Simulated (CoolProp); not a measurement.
Vapour pressure (kPa) of C2F6 (R116): the reference equation beside estimates from Tc = 293.0 K, pc = 3048 kPa, ω = 0.257. Clausius-Clapeyron is anchored at 236.2 K with a constant enthalpy of vaporisation of 13.20 kJ/mol.

Model: reference Helmholtz-energy equation of state, Lemmon 2006, in CoolProp. It is a short technical equation, of lower accuracy than the large ones.

```json
[
 {"T (K)": "231.9", "reference": "516.4", "Lee-Kesler": "519.2", "Clausius-Clapeyron": "531.6", "van der Waals": "1111", "Redlich-Kwong": "693.6", "Soave-Redlich-Kwong": "521.2", "Peng-Robinson": "514.8"},
 {"T (K)": "236.2", "reference": "602.2", "Lee-Kesler": "605.4", "Clausius-Clapeyron": "602.2", "van der Waals": "1210", "Redlich-Kwong": "790.7", "Soave-Redlich-Kwong": "608.7", "Peng-Robinson": "600.9"},
 {"T (K)": "240.5", "reference": "698.2", "Lee-Kesler": "701.8", "Clausius-Clapeyron": "679.1", "van der Waals": "1314", "Redlich-Kwong": "896.6", "Soave-Redlich-Kwong": "706.6", "Peng-Robinson": "697.3"},
 {"T (K)": "244.8", "reference": "805.2", "Lee-Kesler": "809.0", "Clausius-Clapeyron": "762.6", "van der Waals": "1423", "Redlich-Kwong": "1012", "Soave-Redlich-Kwong": "815.8", "Peng-Robinson": "805.0"},
 {"T (K)": "249.1", "reference": "923.8", "Lee-Kesler": "927.8", "Clausius-Clapeyron": "852.9", "van der Waals": "1538", "Redlich-Kwong": "1137", "Soave-Redlich-Kwong": "937.0", "Peng-Robinson": "924.7"},
 {"T (K)": "253.5", "reference": "1058", "Lee-Kesler": "1062", "Clausius-Clapeyron": "952.7", "van der Waals": "1662", "Redlich-Kwong": "1275", "Soave-Redlich-Kwong": "1074", "Peng-Robinson": "1061"},
 {"T (K)": "257.8", "reference": "1203", "Lee-Kesler": "1207", "Clausius-Clapeyron": "1058", "van der Waals": "1788", "Redlich-Kwong": "1421", "Soave-Redlich-Kwong": "1222", "Peng-Robinson": "1207"},
 {"T (K)": "262.1", "reference": "1362", "Lee-Kesler": "1366", "Clausius-Clapeyron": "1170", "van der Waals": "1920", "Redlich-Kwong": "1577", "Soave-Redlich-Kwong": "1384", "Peng-Robinson": "1368"},
 {"T (K)": "266.4", "reference": "1537", "Lee-Kesler": "1541", "Clausius-Clapeyron": "1290", "van der Waals": "2058", "Redlich-Kwong": "1745", "Soave-Redlich-Kwong": "1561", "Peng-Robinson": "1545"},
 {"T (K)": "270.7", "reference": "1727", "Lee-Kesler": "1732", "Clausius-Clapeyron": "1418", "van der Waals": "2202", "Redlich-Kwong": "1924", "Soave-Redlich-Kwong": "1755", "Peng-Robinson": "1738"},
 {"T (K)": "275", "reference": "1936", "Lee-Kesler": "1941", "Clausius-Clapeyron": "1555", "van der Waals": "2352", "Redlich-Kwong": "2114", "Soave-Redlich-Kwong": "1965", "Peng-Robinson": "1949"}
]
```

Absolute difference from the reference over all 11 rows, mean and median: Lee-Kesler 0.4 and 0.4 %, Clausius-Clapeyron 9.9 and 10.0 %, van der Waals 61.6 and 57.1 %, Redlich-Kwong 21.0 and 20.5 %, Soave-Redlich-Kwong 1.4 and 1.5 %, Peng-Robinson 0.3 and 0.3 %.
